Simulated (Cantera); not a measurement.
A closed system holds: 1 mol SiO2, 6.9 mol HF, held at 1075 K and 0.640 bar.

These are equilibrium values from Cantera (NASA tables, ideal gas, pure condensed phases), not measurements of a reactor. Candidate condensed phases: H2O, Si, SiO2; 38 gas species. The numbers say what is thermodynamically allowed, not how fast it happens.

Base state: HF 0.492, H2O 0.339, SiF4 0.169 (mole fractions); condensed: gas only.

### Question
What changes in the equilibrium state with this change: pressure from 0.640 bar to 0.133 bar?

### Answer
| species | before | after |
|---|---|---|
| HF | 0.492 | 0.513 |
| H2O | 0.339 | 0.324 |
| SiF4 | 0.169 | 0.162 |
| SiO2(β-quartz), mol | 0 | 0.0370 |

### Question
What changes in the equilibrium state with this change: pressure from 0.640 bar to 1.10 Pa?

### Answer
```tsv
species	before	after
HF	0.492	0.952
H2O	0.339	0.0322
SiF4	0.169	0.0161
SiO2(β-quartz), mol	0	0.891
```
